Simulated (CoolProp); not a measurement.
Vapour-liquid equilibrium of n-hexane (1) + benzene (2) at 0.979 bar; x and y are mole fractions of (1).

Model: multi-fluid Helmholtz-energy mixture model, Thol 2019 and Thol 2012; pair parameters Bell 2016, in CoolProp.

| x | bubble temperature, mixture model (K) | bubble temperature, Raoult's law (K) | y, mixture model | y, Raoult's law |
|---|---|---|---|---|
| 0.05 | 350.1 | 351.4 | 0.103 | 0.069 |
| 0.15 | 347.3 | 350.2 | 0.256 | 0.200 |
| 0.25 | 345.3 | 348.9 | 0.369 | 0.321 |
| 0.35 | 343.8 | 347.7 | 0.460 | 0.434 |
| 0.45 | 342.8 | 346.6 | 0.540 | 0.538 |
| 0.55 | 342.0 | 345.4 | 0.616 | 0.636 |
| 0.65 | 341.4 | 344.3 | 0.691 | 0.727 |
| 0.75 | 341.0 | 343.3 | 0.770 | 0.811 |
| 0.85 | 340.8 | 342.3 | 0.855 | 0.891 |
| 0.95 | 340.7 | 341.3 | 0.949 | 0.965 |

The largest gap from Raoult's law is -3.9 K in bubble temperature, at x = 0.35. y crosses x between x = 0.85 and 0.95: the model has an azeotrope there.

Pair parameters are fitted to limited data, so mixtures are less certain than the pure fluids.
